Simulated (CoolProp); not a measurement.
Vapour-liquid equilibrium of R13 (1) + R11 (2) at 225.2 K; x and y are mole fractions of (1).

Values from CoolProp's multi-fluid Helmholtz-energy mixture model, Platzer 1990 and Jacobsen 1992; pair parameters Bell 2016. This equation is an older, rougher fit; its heat capacities, sound speeds and derivatives of the liquid may be far off and weren't checked against measurements.

```json
[
 {"x": "0.05", "bubble pressure, mixture model (MPa)": "0.04436", "bubble pressure, Raoult's law (MPa)": "0.02551", "y, mixture model": "0.933", "y, Raoult's law": "0.887"},
 {"x": "0.2", "bubble pressure, mixture model (MPa)": "0.1460", "bubble pressure, Raoult's law (MPa)": "0.09292", "y, mixture model": "0.981", "y, Raoult's law": "0.974"},
 {"x": "0.35", "bubble pressure, mixture model (MPa)": "0.2202", "bubble pressure, Raoult's law (MPa)": "0.1603", "y, mixture model": "0.989", "y, Raoult's law": "0.988"},
 {"x": "0.5", "bubble pressure, mixture model (MPa)": "0.2762", "bubble pressure, Raoult's law (MPa)": "0.2277", "y, mixture model": "0.992", "y, Raoult's law": "0.993"},
 {"x": "0.65", "bubble pressure, mixture model (MPa)": "0.3234", "bubble pressure, Raoult's law (MPa)": "0.2951", "y, mixture model": "0.994", "y, Raoult's law": "0.996"},
 {"x": "0.8", "bubble pressure, mixture model (MPa)": "0.3707", "bubble pressure, Raoult's law (MPa)": "0.3625", "y, mixture model": "0.996", "y, Raoult's law": "0.998"},
 {"x": "0.95", "bubble pressure, mixture model (MPa)": "0.4285", "bubble pressure, Raoult's law (MPa)": "0.4299", "y, mixture model": "0.999", "y, Raoult's law": "1.000"}
]
```

The largest gap from Raoult's law is +73.9 % in bubble pressure, at x = 0.05. No azeotrope shows between x = 0.05 and 0.95.

The pair parameters rest on a limited set of measurements; away from them the model extrapolates. With so large a gap from Raoult's law the liquid may split in two, which this calculation doesn't test in full.
